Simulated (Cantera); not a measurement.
A closed system holds: 1 mol Si, 27 mol HBr, 18 mol N2, at 133 Pa.

Cantera equilibrium calculation (NASA polynomials, part measured and part estimated; ideal gas, pure solids and liquids). Candidate condensed phases: Br2, Si, Si3N4; 28 gas species. The tables' values for SiBr3 are old estimates; treat these amounts as uncertain. Equilibrium is a limit: real reactors are often held back by kinetics, nucleation or transport. All values below are at 1450 K.

Base state: HBr 0.472, N2 0.388, Br 0.0636, H2 0.0551, SiBr2 0.0193, SiBr4 0.00121, SiBr3 0.00102, Br2 0.000104 (mole fractions); condensed: gas only.

**Question.** What changes in the equilibrium state with this change: pressure from 133 Pa to 7300 Pa?

**Answer.** 
| species | before | after |
|---|---|---|
| HBr | 0.472 | 0.516 |
| N2 | 0.388 | 0.405 |
| H2 | 0.0551 | 0.0459 |
| Br | 0.0636 | 0.0103 |
| SiBr4 | 0.00121 | 0.0173 |
| SiBr2 | 0.0193 | 0.00350 |
| SiHBr3 | 7.60e-6 | 8.25e-5 |
| H | 6.08e-5 | 7.50e-6 |
